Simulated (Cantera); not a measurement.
An isothermal, constant-pressure homogeneous reactor starts with H₂ : O₂ : N₂ = 0.77 : 1 : 1.7 (molar parts), at 1275 K and 20000 Pa.

Cantera simulation using the H2/O2 subset of GRI-Mech 3.0, which has no nitrogen chemistry; the numbers are that mechanism's predictions, not measurements. The temperature is held fixed by assumption; the heat of reaction is taken as removed at once.

One state of this run: x H₂ = 6.95e-8; x O₂ = 0.199; x H = 4.37e-10; x H₂O = 0.250; x OH = 1.83e-5; x O = 1.12e-7; x H₂O₂ = 2.25e-9. x: mole fraction; the columns are a selection and need not sum to one.

**Question.** Which value of t (s) does it belong to?
(A) 300
(B) 6.00e-5
(C) 0.00131
(D) 0.000281

**Answer.** A, 300
